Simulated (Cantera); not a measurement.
Cantera run:

```python
import numpy as np
import cantera as ct

gas_names = """
    Cu CuF CuF2 Cu2 F F2 H HF H2 H2F2 H3F3 H4F4 H5F5 H6F6 H7F7
""".split()
cond_names = """
    Cu(cr) Cu(L) CuF2(s) CuF2(L)
""".split()


# ... load() reads the species with a 1 bar reference pressure and builds the phases ...
atoms = {
    'Cu': {'Cu': 1},
    'HF': {'H': 1, 'F': 1},
    'H2': {'H': 2},
}
top_T = {}  # K; cautious upper limits of use, not melting points


# ... equilibrate(T, P, feed) seeds the gas with the atoms and calls Mixture.equilibrate('TP', solver="vcs", rtol=1e-11, max_steps=5000) ...
results = []
T = 1448  # K
P = 4.2  # Pa
for m in [2, 3.6, 5.2, 6.8, 8.3, 9.9, 12, 13, 15]:
    feed = {'Cu': 1, 'HF': m, 'H2': 1.9}  # mol
    mix = equilibrate(T, P, feed)
    results.append((T, P, feed, dict(zip(mix.species_names, mix.species_moles))))

top = {s: max(r[3][s] / sum(r[3][g] for g in gas_names) for r in results) for s in gas_names}
cols = sorted((s for s in top if top[s] > 0.001), key=lambda s: -top[s])[:9]
seen = [c for c in cond_names if any(r[3].get(c, 0) > 1e-12 for r in results)]
print("log10 of partial pressures in bar; condensed amounts in mol")
print(f"{'n(HF)':>10s}" + "".join(f"{s[:9]:>10s}" for s in cols + seen))
for T, P, feed, n in results:
    ng = sum(n[g] for g in gas_names)
    print(f"{feed['HF']:10.4g}" + "".join(f"{np.log10(max(n[s] / ng * P / 1e5, 1e-99)):10.3f}" for s in cols)
          + "".join(f"{n.get(c, 0):10.4g}" for c in seen))
```

Result:

```
log10 of partial pressures in bar; condensed amounts in mol
     n(HF)        HF        H2        Cu       CuF     Cu(L)
         2    -4.704    -4.725    -5.479    -7.535    0.6622
       3.6    -4.598    -4.874    -5.479    -7.355    0.5214
       5.2    -4.549    -4.985    -5.479    -7.251    0.3799
       6.8    -4.521    -5.073    -5.479    -7.179    0.2378
       8.3    -4.504    -5.141    -5.479    -7.127     0.104
       9.9    -4.489    -5.203    -5.495    -7.097         0
        12    -4.471    -5.269    -5.562    -7.114         0
        13    -4.465    -5.297    -5.591    -7.122         0
        15    -4.454    -5.348    -5.643    -7.138         0
```

These are equilibrium values from Cantera (NASA tables, ideal gas, pure condensed phases), not measurements of a reactor.
